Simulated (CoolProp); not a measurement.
Aqueous sodium chloride as a coolant, 13 % by mass, freezing at -9.0 °C, 1 atm.

Model: Melinder's fits for secondary coolants, in CoolProp.

```json
[
 {"T (°C)": "-6.3", "Prandtl number": "17.9", "cp (kJ/(kg K))": "3.567", "density (kg/m³)": "(withheld)", "viscosity (mPa s)": "(withheld)"},
 {"T (°C)": "-0.8", "Prandtl number": "14.7", "cp (kJ/(kg K))": "3.580", "density (kg/m³)": "1101", "viscosity (mPa s)": "2.27"},
 {"T (°C)": "4.8", "Prandtl number": "12.2", "cp (kJ/(kg K))": "3.591", "density (kg/m³)": "1099", "viscosity (mPa s)": "1.91"},
 {"T (°C)": "10.3", "Prandtl number": "10.3", "cp (kJ/(kg K))": "(withheld)", "density (kg/m³)": "1097", "viscosity (mPa s)": "1.63"},
 {"T (°C)": "15.9", "Prandtl number": "8.78", "cp (kJ/(kg K))": "(withheld)", "density (kg/m³)": "1095", "viscosity (mPa s)": "1.41"},
 {"T (°C)": "21.4", "Prandtl number": "7.59", "cp (kJ/(kg K))": "3.619", "density (kg/m³)": "1093", "viscosity (mPa s)": "1.23"},
 {"T (°C)": "27", "Prandtl number": "6.62", "cp (kJ/(kg K))": "3.626", "density (kg/m³)": "1090", "viscosity (mPa s)": "1.09"},
 {"T (°C)": "32.6", "Prandtl number": "(withheld)", "cp (kJ/(kg K))": "(withheld)", "density (kg/m³)": "1088", "viscosity (mPa s)": "0.977"},
 {"T (°C)": "38.1", "Prandtl number": "5.25", "cp (kJ/(kg K))": "(withheld)", "density (kg/m³)": "1085", "viscosity (mPa s)": "0.887"}
]
```

Problem. Fill in the missing entries.

Solution. 
- -6.3, density (kg/m³): 1102
- -6.3, viscosity (mPa s): 2.73
- 10.3, cp (kJ/(kg K)): 3.602
- 15.9, cp (kJ/(kg K)): 3.611
- 32.6, Prandtl number: 5.85
- 32.6, cp (kJ/(kg K)): 3.631
- 38.1, cp (kJ/(kg K)): 3.636
